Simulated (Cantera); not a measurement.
A closed system holds: 1 mol Ti, 250 mol H2, equilibrated at 0.200 bar.

These are equilibrium values from Cantera (NASA tables, ideal gas, pure condensed phases), not measurements of a reactor. Candidate condensed phases: Ti; 3 gas species. Rates play no part.

Problem. At 1752 °C, list the 3 most abundant gas species with their mole fractions, and the condensed phases.

Solution. H2 0.996, H 0.00429, Ti 6.87e-5. Condensed: Ti(l).
